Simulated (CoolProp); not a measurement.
R227EA along the isotherm 307.4 K: fugacity coefficient from the reference equation and from simpler models built on Tc = 374.9 K, pc = 2.925 MPa, ω = 0.358; each cubic takes its own stable root.

Computed with CoolProp (reference Helmholtz-energy equation of state, Lemmon 2016).

```csv
p (MPa),phase,reference,van der Waals,Soave-Redlich-Kwong
0.0231,gas,0.9945,0.9962,0.9948
0.0374,gas,0.9911,0.9939,0.9916
0.0604,gas,0.9857,0.9902,0.9864
0.0975,gas,0.9769,0.9842,0.9781
0.158,gas,___,0.9744,0.9645
0.255,gas,___,0.9587,0.9429
0.411,gas,0.9028,___,0.9081
0.664,liquid,0.7753,0.8923,0.7895
1.07,liquid,___,___,0.5010
1.73,liquid,0.3136,0.5994,0.3212
2.8,liquid,0.2041,0.4035,0.2103
4.53,liquid,0.1372,___,0.1425
7.31,liquid,0.09711,___,___
```

Question: Fill in the missing entries.

Answer: 
- 0.158, reference: 0.9627
- 0.255, reference: 0.9397
- 0.411, van der Waals: 0.9334
- 1.07, reference: 0.4909
- 1.07, van der Waals: 0.8256
- 4.53, van der Waals: 0.2852
- 7.31, van der Waals: 0.2175
- 7.31, Soave-Redlich-Kwong: 0.1020

At some of these states van der Waals gives the other phase, because its saturation line lies elsewhere.
